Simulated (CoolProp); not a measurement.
The numbers come from the reference Helmholtz-energy equation of state, Penoncello 2003 in CoolProp.

For CHF3 (R23), give the phase and the conductivity (mW/(m K)) at 475 K and 0.153 MPa; 475 K and 0.898 MPa.


- 475 K and 0.153 MPa: gas; conductivity 23.1
- 475 K and 0.898 MPa: gas; conductivity 23.9

Thermal conductivity comes from a separate model (Shan 2000).
